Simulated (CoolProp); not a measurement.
A simple Rankine cycle with water: condensing at 314.15 K, boiler at 0.629 MPa, turbine inlet 438.8 K, turbine efficiency 0.65, pump efficiency 0.8, no recuperator. Each further row changes one setting.

The numbers come from the reference Helmholtz-energy equation of state, Wagner 2002 in CoolProp.

```csv
case,thermal efficiency (%),net work (kJ/kg),heat in (kJ/kg),turbine exit temperature (K),volume ratio over the turbine
as stated,16.4,425,2600,314.1,?
turbine inlet 458.8 K,16.4,?,2640,314.1,52.8
condensing temperature 306.15 K,17.4,458,2630,306.1,82.0
boiler pressure 0.44 MPa,?,396,?,314.1,38.5
turbine efficiency 0.55,13.8,360,2600,314.1,56.4
```

Problem. What belongs in the gaps?

Solution. 
- as stated, volume ratio over the turbine: 54.8
- turbine inlet 458.8 K, net work (kJ/kg): 434
- boiler pressure 0.44 MPa, thermal efficiency (%): 15.2
- boiler pressure 0.44 MPa, heat in (kJ/kg): 2610

The expansion ends wet for: as stated; turbine inlet 458.8 K; condensing temperature 306.15 K; boiler pressure 0.44 MPa; turbine efficiency 0.55.
